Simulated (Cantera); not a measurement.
**Thermodynamics of fluorocarbon and chlorocarbon gases, feed c-C4F8 + F2**

A closed system holds: 1 mol c-C4F8, 0.024 mol F2.

Equilibrium computed with Cantera from the NASA thermochemical tables; the gas is ideal and each condensed phase is pure. Candidate condensed phases: C; 13 gas species. The feed counts by its element totals alone. Equilibrium is a limit: real reactors are often held back by kinetics, nucleation or transport.

Stable condensed phases:

```
T in K \ P in Pa
              1    3.2     10     32    100    320   1000   3200  10000  32000 100000
   3075       A      A      A      A      A      A      B      B      B      B      B
   2975       A      A      A      A      A      B      B      B      B      B      B
   2875       A      A      A      A      B      B      B      B      B      B      B
   2775       A      A      A      B      B      B      B      B      B      B      B
   2675       A      A      B      B      B      B      B      B      B      B      B
   2575       A      B      B      B      B      B      B      B      B      B      B
   2475       B      B      B      B      B      B      B      B      B      B      B
   2375       B      B      B      B      B      B      B      B      B      B      B
   2275       B      B      B      B      B      B      B      B      B      B      B
```

A: gas only; B: C.
